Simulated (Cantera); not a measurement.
Charge: 1 mol TiO2, 5.5 mol Cl2, 17 mol O2, held at 848 K and 0.0120 bar.

Cantera equilibrium calculation (NASA polynomials, part measured and part estimated; ideal gas, pure solids and liquids). Candidate condensed phases: Ti, TiCl2, TiCl3, TiCl4, TiO, TiO2, Ti2O3, Ti3O5, Ti4O7; 15 gas species. Condensed phases not in the tables: TiOCl. Kinetics and transport are ignored.

What is the equilibrium state?


| Quantity | Result |
|---|---|
| x(O2) | 0.756 |
| x(Cl2) | 0.244 |
| x(Cl) | 0.000121 |
| x(ClO) | 1.16e-6 |
| n(TiO2(rutile)) | 1.00 mol |
| gas amount | 22.50 mol |
| log10 activity of TiCl4(l) (absent) | -12.83 |
| log10 activity of Ti4O7(s) (absent) | -16.72 |
| log10 activity of Ti3O5(s) (absent) | -17.06 |
